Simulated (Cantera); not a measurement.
Input: 1 mol Ta, 20 mol N2O, 2.1 mol H2, equilibrated at 5.85 Torr.

Method: chemical equilibrium by Gibbs-energy minimisation in Cantera with the NASA 1993 tables (ideal gas, pure condensed phases). Candidate condensed phases: H2O, Ta, Ta2O5; 27 gas species. The numbers say what is thermodynamically allowed, not how fast it happens.

Problem. At 2498 K, list the 5 most abundant gas species with their mole fractions, and the condensed phases.

Solution. N2 0.618, O2 0.197, O 0.0721, H2O 0.0359, OH 0.0285. Condensed: Ta2O5(l).
